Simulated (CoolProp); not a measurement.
Vapour-liquid equilibrium of CHF3 (R23) (1) + sulfur hexafluoride (2) at 0.795 MPa; x and y are mole fractions of (1).

Computed with CoolProp (multi-fluid Helmholtz-energy mixture model, Penoncello 2003 and Guder 2009; pair parameters Bell 2016).

```
x      bubble temperature, mixture model (K)  bubble temperature, Raoult's law (K)  y, mixture model  y, Raoult's law
-----  -------------------------------------  ------------------------------------  ----------------  ---------------
0.05                                   251.9                                 256.1             0.179            0.096
0.125                                  246.2                                 253.8             0.347            0.224
0.2                                    242.6                                 251.8             0.448            0.336
0.275                                  240.3                                 249.9             0.514            0.435
0.35                                   238.8                                 248.1             0.563            0.523
0.425                                  237.6                                 246.4             0.603            0.601
0.5                                    236.8                                 244.9             0.639            0.671
0.575                                  236.2                                 243.4             0.674            0.735
0.65                                   235.7                                 242.0             0.711            0.792
0.725                                  235.4                                 240.7             0.753            0.844
0.8                                    235.2                                 239.4             0.801            0.892
0.875                                  235.4                                 238.2             0.861            0.935
0.95                                   235.8                                 237.1             0.936            0.975
```

The largest gap from Raoult's law is -9.6 K in bubble temperature, at x = 0.275. y crosses x between x = 0.8 and 0.875: the model has an azeotrope there.

Pair parameters are fitted to limited data, so mixtures are less certain than the pure fluids.
